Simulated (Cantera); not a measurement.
An isothermal, constant-pressure homogeneous reactor starts with H2 : O2 = 0.1 : 6 (molar parts), equivalence ratio 0.0083, at 998 K and 0.0132 atm.

Cantera simulation using the H2/O2 subset of GRI-Mech 3.0, which has no nitrogen chemistry; the numbers are that mechanism's predictions, not measurements. Radical loss at walls, strong at low pressure, is not modelled.

One state of this run: x H2 = 6.44e-7; x O2 = 0.983; x HO2 = 2.13e-7; x OH = 3.83e-5; x H = 4.89e-7; x H2O2 = 1.52e-8; x O = 5.00e-5. x: mole fraction; the columns are a selection and need not sum to one.

Question: Which value of t (s) does it belong to?
A. 9.56
B. 0.915
C. 0.0875
D. 30.9

Answer: B, 0.915
